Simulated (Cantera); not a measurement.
What does this Cantera script print?

```python
import numpy as np
import cantera as ct

gas_names = """
    H H2 Hg
""".split()
cond_names = """
    Hg(cr) Hg(L)
""".split()


# ... load() reads the species with a 1 bar reference pressure and builds the phases ...
atoms = {
    'Hg': {'Hg': 1},
    'H2': {'H': 2},
}
top_T = {}  # K; cautious upper limits of use, not melting points


# ... equilibrate(T, P, feed) seeds the gas with the atoms and calls Mixture.equilibrate('TP', solver="vcs", rtol=1e-11, max_steps=5000) ...
results = []
feed = {'Hg': 1, 'H2': 0.29}  # mol
T = 823  # K
P = 21  # Pa
mix = equilibrate(T, P, feed)
results.append((T, P, feed, dict(zip(mix.species_names, mix.species_moles))))
print(gas.report(threshold=0.001))
for i in range(1, mix.n_phases):
    print(f"{mix.phase(i).name:16s} {mix.phase_moles(i):12.5e} mol")
```

Output:

```
       temperature   823 K
          pressure   21 Pa
           density   0.0004786 kg/m^3
  mean mol. weight   155.95 kg/kmol
   phase of matter   gas

                          1 kg             1 kmol
                     ---------------   ---------------
          enthalpy         3.815e+05        5.9496e+07  J
   internal energy        3.3762e+05        5.2653e+07  J
           entropy            1685.8         2.629e+05  J/K
    Gibbs function       -1.0059e+06       -1.5687e+08  J
 heat capacity c_p            146.13             22789  J/K
 heat capacity c_v            92.816             14475  J/K

                      mass frac. Y      mole frac. X     chem. pot. / RT
                     ---------------   ---------------   ---------------
                H2         0.0029061           0.22481           -27.005
                Hg           0.99709           0.77519           -21.741
     [   +1 minor]        1.5512e-12        2.3999e-10

Hg(L)             0.00000e+00 mol
```

Method: chemical equilibrium by Gibbs-energy minimisation in Cantera with the NASA 1993 tables (ideal gas, pure condensed phases).
